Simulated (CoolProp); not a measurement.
Vapour-liquid equilibrium of n-perfluorobutane (1) + R365MFC (2) at 0.535 bar; x and y are mole fractions of (1).

The numbers come from the multi-fluid Helmholtz-energy mixture model, Gao 2022 and Lemmon 2016; pair parameters Bell 2016 in CoolProp.

Q: Give the bubble temperature and the first vapour's composition at x = 0.05, 0.35, 0.65. Is there an azeotrope?

A: x = 0.05: 278.5 K, y = 0.566; x = 0.35: 259.9 K, y = 0.854; x = 0.65: 258.6 K, y = 0.875. No azeotrope shows between x = 0.05 and 0.95.

The pair parameters rest on a limited set of measurements; away from them the model extrapolates. With so large a gap from Raoult's law the liquid may split in two, which this calculation doesn't test in full.
